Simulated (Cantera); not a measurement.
Cantera with NASA thermochemical tables; ideal gases at 1 bar, condensed phases pure. Values are per mole of reaction as written; species without (g) are pure solids or liquids, kept so even where they would boil at 1 bar.

Question: Between 300 and 598 K, where is each reaction favourable under standard conditions?
- Ni₃S₄ → 2 NiS + NiS₂
- 2 NiS → NiS₂ + Ni
- 3 Ni + 4 S → Ni₃S₄

Answer: 
- Ni₃S₄ → 2 NiS + NiS₂: ΔG° is -3 kJ at 300 K and 0 kJ at 598 K; it stays negative (K > 1). ΔH° is -9 kJ and ΔS° -14 J/K at 598 K.
- 2 NiS → NiS₂ + Ni: ΔG° is 46 kJ at 300 K and 47 kJ at 598 K; it stays positive (K < 1). ΔH° is 44 kJ and ΔS° -4 J/K at 598 K.
- 3 Ni + 4 S → Ni₃S₄: ΔG° is -292 kJ at 300 K and -275 kJ at 598 K; it stays negative (K > 1). ΔH° is -322 kJ and ΔS° -79 J/K at 598 K.
